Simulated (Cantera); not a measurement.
# Moist CO burnout

An isothermal, constant-pressure homogeneous reactor starts with CO : O₂ : H₂O : N₂ = 0.0013 : 0.033 : 0.00059 : 1 (molar parts), equivalence ratio 0.020, at 1025 K and 2.50 bar.

Cantera simulation using GRI-Mech 3.0 (53 species, 325 reactions); the numbers are that mechanism's predictions, not measurements.

```
t (s)         x CO    x O₂     x H₂O      x H₂     x HO₂       x O      x NO
--------  --------  ------  --------  --------  --------  --------  --------
5.00e-6    0.00126  0.0319  0.000570    <1e-12    <1e-12    <1e-12    <1e-12
1.37e-5    0.00126  0.0319  0.000570    <1e-12    <1e-12  2.59e-12    <1e-12
3.78e-5    0.00126  0.0319  0.000570    <1e-12    <1e-12  7.11e-12    <1e-12
0.000104   0.00126  0.0319  0.000570    <1e-12    <1e-12  1.95e-11    <1e-12
0.000285   0.00126  0.0319  0.000570    <1e-12    <1e-12  5.28e-11    <1e-12
0.000783   0.00126  0.0319  0.000570    <1e-12  4.83e-12  1.41e-10    <1e-12
0.00215    0.00126  0.0319  0.000570    <1e-12  4.44e-11  3.62e-10    <1e-12
0.00592    0.00126  0.0319  0.000570    <1e-12  3.28e-10  8.39e-10    <1e-12
0.0163     0.00126  0.0319  0.000570  1.30e-12   1.99e-9   1.65e-9    <1e-12
0.0447     0.00126  0.0319  0.000570  1.12e-11   1.10e-8   3.46e-9    <1e-12
0.123      0.00126  0.0319  0.000570  2.66e-10   9.40e-8   1.75e-8    <1e-12
0.337      0.00124  0.0319  0.000570   3.12e-8   5.30e-7   7.28e-8    <1e-12
0.927      0.00115  0.0318  0.000570   1.47e-7   5.32e-7   7.18e-8  6.81e-12
2.55      0.000943  0.0317  0.000570   2.17e-7   4.90e-7   6.41e-8  5.22e-11
7.00      0.000565  0.0316  0.000570   1.37e-7   3.84e-7   4.70e-8  2.77e-10
```
x: mole fraction; the columns are a selection and need not sum to one.

Equilibrium at this temperature and pressure: CO <1e-12, O₂ 0.0313, H₂O 0.000570, H₂ <1e-12, HO₂ 3.13e-11, O 3.71e-11, NO 1.76e-5 (gas phase only).
